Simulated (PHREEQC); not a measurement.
Consider water at 20 °C with 9.2 mmol/kgw MnCl2. Closed to the air; pH follows from the charge balance.

The numbers come from PHREEQC with the ion-association model, phreeqc.dat.

```tsv
quantity	before	after
pH	6.52	6.54
ionic strength (mol/kgw)	0.0269	0.0444
```

Problem. Name the change that produced these shifts.
(A) 0.00043 mol/kgw H2SO4 added
(B) MnCl2 from 0.0092 to 0.046 mol/kgw
(C) MnCl2 replaced by NH4Cl at the same molality
(D) 0.018 mol/kgw NaCl added
(E) MnCl2 from 0.0092 to 0.092 mol/kgw

Solution. D, 0.018 mol/kgw NaCl added

This is a speciation only: nothing precipitates in the calculation.
